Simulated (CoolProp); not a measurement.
The numbers come from the reference Helmholtz-energy equation of state, Platzer 1990 in CoolProp. This equation is an older, rougher fit.

Task: For c-C4F8 (RC318), give the phase and the cp (kJ/(kg K)), cv (kJ/(kg K)), conductivity (mW/(m K)) at 103.35 °C and 0.101 MPa; 165.15 °C and 0.101 MPa.

Result: 
- 103.35 °C and 0.101 MPa: gas; cp 0.900, cv 0.856, conductivity 17.5
- 165.15 °C and 0.101 MPa: gas; cp 0.974, cv 0.931, conductivity 21.8

Thermal conductivity comes from a separate model (Huber 2003), an estimate that may be off by 10 % or more.
